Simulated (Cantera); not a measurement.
## Premixed flame

A freely propagating, adiabatic, planar premixed flame of C2H4 : O2 : N2 : CO2 = 1 : 3.16 : 11.9 : 0.19 (molar parts), unburnt at 375 K and 6300 Torr; mixture-averaged transport, grid criteria slope 0.08 and curve 0.16, no radiation.

Detailed kinetics in Cantera: GRI-Mech 3.0 (53 species, 325 reactions). GRI-Mech 3.0 was tuned for natural gas; its chemistry of ethylene as a main component is partial and can be far from experiment. Burning velocities carry a grid error of a few per cent, more on coarse grids.

```tsv
z (mm)	T (K)	u (m/s)	x C2H4	x O2	x CH4	x NO2	x NO	x CO
-0.133	375	0.633	0.0615	0.194	1.45e-7	<1e-8	<1e-8	3.25e-6
-0.0889	377	0.636	0.0615	0.194	2.10e-6	<1e-8	<1e-8	5.38e-5
-0.0667	381	0.643	0.0614	0.194	7.12e-6	<1e-8	<1e-8	0.000192
-0.0444	412	0.698	0.0607	0.191	4.41e-5	7.01e-8	1.01e-8	0.00134
-0.0222	747	1.28	0.0501	0.164	0.000425	7.44e-7	4.81e-7	0.0158
-0.0111	1204	2.10	0.0298	0.123	0.000965	4.86e-7	2.70e-6	0.0388
0	1655	2.91	0.00781	0.0783	0.000971	7.52e-8	6.75e-6	0.0618
0.0111	1899	3.34	0.000641	0.0509	0.000272	2.70e-8	1.30e-5	0.0645
0.0222	2008	3.51	2.08e-5	0.0384	3.02e-5	3.28e-8	1.97e-5	0.0543
0.0444	2123	3.68	1.49e-8	0.0288	1.81e-7	4.37e-8	2.97e-5	0.0382
0.0889	2236	3.85	<1e-8	0.0225	<1e-8	5.73e-8	4.36e-5	0.0263
0.178	2324	3.97	<1e-8	0.0181	<1e-8	7.27e-8	6.35e-5	0.0186
0.356	2381	4.05	<1e-8	0.0152	<1e-8	8.44e-8	9.21e-5	0.0131
```
x: mole fraction of selected species; z is measured from the peak of heat release.

| Item | Value |
|---|---|
| laminar burning velocity | 63.2 cm/s |
| thermal thickness | 0.0444 mm |
| peak x(CH4) | 0.00113 |
| peak x(CO) | 0.0660 |
| grid points | 145 |
